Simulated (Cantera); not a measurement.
**SiH₄ + CO₂ + N₂ (silicon oxide and oxynitride deposition)**

Charge: 1 mol SiH₄, 0.73 mol CO₂, a varied amount of N₂, held at 1202 °C and 170 Pa.

These are equilibrium values from Cantera (NASA tables, ideal gas, pure condensed phases), not measurements of a reactor. Candidate condensed phases: C, C₆H₆, C₇H₈, C₈H₁₈, H₂O, Si, SiC, SiO₂, Si₂N₂O, Si₃N₄; 151 gas species. N₂ is the only nitrogen source here; it is nearly inert below about 1500 K, so the nitride shown seldom forms there in practice. Mutual solubility and eutectic melting of coexisting phases are not modelled. The tables hold silica as quartz up to 1696 K and as liquid above; real silica turns to tridymite and cristobalite and melts near 1996 K. The numbers say what is thermodynamically allowed, not how fast it happens.

```
n(N₂) (mol)  log p N₂  log p H₂  log p CO  log p SiO  log p H  log p H₂O  n SiO₂(β-quartz)  n Si₂N₂O(s)
-----------  --------  --------  --------  ---------  -------  ---------  ----------------  -----------
5.2             -2.97     -3.35     -3.79      -4.96    -6.56      -7.47             0.137        0.407
9.4             -2.89     -3.54     -3.98      -4.99    -6.66      -7.64             0.129        0.400
17              -2.84     -3.76     -4.20      -5.00    -6.77      -7.84             0.115        0.385
30              -2.81     -3.98     -4.42      -5.01    -6.88      -8.05            0.0911        0.361
55              -2.79     -4.23     -4.67      -5.02    -7.00      -8.30            0.0445        0.315
98              -2.78     -4.47     -4.91      -5.11    -7.12      -8.72                 0        0.270
180             -2.78     -4.73     -5.17      -5.37    -7.25      -9.49                 0        0.270
```
log p: log10 of the partial pressure in bar; n: condensed amount in mol.

From 5.2 mol N₂ to 55 mol N₂ the condensed part is SiO₂(β-quartz) + Si₂N₂O(s). From 98 mol N₂ to 180 mol N₂ the condensed part is Si₂N₂O(s). The main Si-bearing gas is SiO throughout.
